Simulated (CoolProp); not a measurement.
The fluid at 379.79 K and 0.214 MPa is throttled through a valve to 0.0268 MPa with no heat exchange. The same conditions are run with several fluids, on thermodynamics alone (safety and materials aside).

Computed with CoolProp (reference Helmholtz-energy equation of state of each fluid (CH3F (R41): Lemmon 2006; R11: Jacobsen 1992; R407C: Lemmon 2003; R143a: Lemmon and Jacobsen 2000; R507A: Lemmon 2003)). Blends and air are pseudo-pure fits.

```tsv
fluid	temperature change (K)	final density (kg/m³)
CH3F (R41)	-1.7	(withheld)
R11	-3.3	(withheld)
R407C	-1.7	(withheld)
R143a	(withheld)	0.718
R507A	-1.5	0.844
```

Problem. Fill in the missing entries.

Solution. 
- CH3F (R41), final density (kg/m³): 0.290
- R11, final density (kg/m³): 1.18
- R407C, final density (kg/m³): 0.736
- R143a, temperature change (K): -1.6
